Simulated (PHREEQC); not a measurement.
# Cooling-tower water (model solution)

Synthetic water in mg/kgw, 25 °C, pH 7.4, pe -0.3:

```csv
constituent,mg/kgw
Na,259
K,0.00603
Ca,60.1
Mg,5.02
Cl,159
S(6) as SO4,125
Alkalinity as HCO3,275
B,0.0989
N(-3) as NH4,3.37
```

Cl is adjusted to close the charge balance.
Valence states are taken as typed.

Computed with PHREEQC (ion-association model, wateq4f.dat).

| Quantity | Result |
|---|---|
| ionic strength | 0.0171 mol/kgw |

```tsv
species	molality	activity	log γ
Na+	0.0112	0.00986	-0.056
Cl-	0.00776	0.00679	-0.058
HCO3-	0.00440	0.00388	-0.054
Ca+2	0.00134	0.000812	-0.217
SO4-2	0.00113	0.000682	-0.221
CO2	0.000347	0.000348	0.002
NH4+	0.000183	0.000161	-0.056
```

Precipitation was switched off in this run. Complexes and solids missing from the database can't appear.
